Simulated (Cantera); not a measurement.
A perfectly stirred reactor is fed with C2H6 : N2 = 1 : 62 (molar parts), at 1.48 atm; it is held at 2023 K, and followed from long to short residence time.

Model: GRI-Mech 3.0 (53 species, 325 reactions), integrated in Cantera. GRI-Mech 3.0 stops at C3 and has no aromatics, soot or wall deposition, so with more carbon than oxygen in the feed, carbon stays in small species such as C2H2 where larger ones or solid carbon would form.

### Question
What does this change do: temperature 2023 to 1700 K?

### Answer
```
quantity                  before     after
----------------------  --------  --------
x(C2H6) at τ = 0.560 s   9.34e-8   3.13e-6
x(C2H4) at τ = 0.560 s   4.46e-6   4.57e-5
x(C2H2) at τ = 0.560 s    0.0143    0.0142
x(CH2) at τ = 0.560 s    4.34e-7   3.70e-8
x(H) at τ = 0.560 s     0.000279   2.38e-5
x(C2H6) at τ = 20.0 ms   2.54e-6   5.79e-5
x(C2H4) at τ = 20.0 ms   2.02e-5  0.000280
x(C2H2) at τ = 20.0 ms    0.0146    0.0127
x(CH2) at τ = 20.0 ms    2.43e-6   2.87e-7
x(H) at τ = 20.0 ms     0.000311   4.35e-5
```

### Question
What does this change do: temperature 2023 to 1925 K?

### Answer
```json
[
 {"quantity": "x(C2H6) at τ = 0.560 s", "before": "9.34e-8", "after": "2.37e-7"},
 {"quantity": "x(C2H4) at τ = 0.560 s", "before": "4.46e-6", "after": "8.58e-6"},
 {"quantity": "x(C2H2) at τ = 0.560 s", "before": "0.0143", "after": "0.0149"},
 {"quantity": "x(CH2) at τ = 0.560 s", "before": "4.34e-7", "after": "2.40e-7"},
 {"quantity": "x(H) at τ = 0.560 s", "before": "0.000279", "after": "0.000143"},
 {"quantity": "x(C2H6) at τ = 20.0 ms", "before": "2.54e-6", "after": "6.09e-6"},
 {"quantity": "x(C2H4) at τ = 20.0 ms", "before": "2.02e-5", "after": "4.37e-5"},
 {"quantity": "x(C2H2) at τ = 20.0 ms", "before": "0.0146", "after": "0.0143"},
 {"quantity": "x(CH2) at τ = 20.0 ms", "before": "2.43e-6", "after": "1.40e-6"},
 {"quantity": "x(H) at τ = 20.0 ms", "before": "0.000311", "after": "0.000174"}
]
```
